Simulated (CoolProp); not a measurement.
Vapour-liquid equilibrium of propylene (1) + n-hexane (2) at 0.0314 MPa; x and y are mole fractions of (1).

Values from CoolProp's multi-fluid Helmholtz-energy mixture model, Lemmon 2013 and Thol 2019; pair parameters Bell 2016.

```json
[
 {"x": "0.05", "bubble temperature (°C)": "-15.5", "y at the bubble point": "0.923", "dew temperature at overall composition x (°C)": "34.4", "liquid density (mol/L)": "8.198"},
 {"x": "0.15", "bubble temperature (°C)": "-39.6", "y at the bubble point": "0.986", "dew temperature at overall composition x (°C)": "31.6", "liquid density (mol/L)": "8.861"},
 {"x": "0.25", "bubble temperature (°C)": "-47.6", "y at the bubble point": "0.993", "dew temperature at overall composition x (°C)": "28.6", "liquid density (mol/L)": "9.407"},
 {"x": "0.35", "bubble temperature (°C)": "-52.3", "y at the bubble point": "0.996", "dew temperature at overall composition x (°C)": "(withheld)", "liquid density (mol/L)": "9.968"},
 {"x": "0.45", "bubble temperature (°C)": "-56.0", "y at the bubble point": "0.997", "dew temperature at overall composition x (°C)": "21.5", "liquid density (mol/L)": "10.57"},
 {"x": "0.55", "bubble temperature (°C)": "-59.2", "y at the bubble point": "0.998", "dew temperature at overall composition x (°C)": "17.1", "liquid density (mol/L)": "11.23"},
 {"x": "0.65", "bubble temperature (°C)": "-62.2", "y at the bubble point": "0.999", "dew temperature at overall composition x (°C)": "11.8", "liquid density (mol/L)": "11.96"},
 {"x": "0.75", "bubble temperature (°C)": "-65.0", "y at the bubble point": "0.999", "dew temperature at overall composition x (°C)": "(withheld)", "liquid density (mol/L)": "12.76"},
 {"x": "0.85", "bubble temperature (°C)": "(withheld)", "y at the bubble point": "1.000", "dew temperature at overall composition x (°C)": "-4.3", "liquid density (mol/L)": "13.65"},
 {"x": "0.95", "bubble temperature (°C)": "-69.5", "y at the bubble point": "1.000", "dew temperature at overall composition x (°C)": "-22.1", "liquid density (mol/L)": "14.63"}
]
```

### Question
Some entries are withheld; supply them.

### Answer

- 0.35, dew temperature at overall composition x (°C): 25.3
- 0.75, dew temperature at overall composition x (°C): 5.1
- 0.85, bubble temperature (°C): -67.4

No azeotrope shows between x = 0.05 and 0.95.

The pair parameters rest on a limited set of measurements; away from them the model extrapolates. The gap from Raoult's law changes sign with composition, which may be real or a fault of the pair parameters; it wasn't checked against measurements. With so large a gap from Raoult's law the liquid may split in two, which this calculation doesn't test in full.
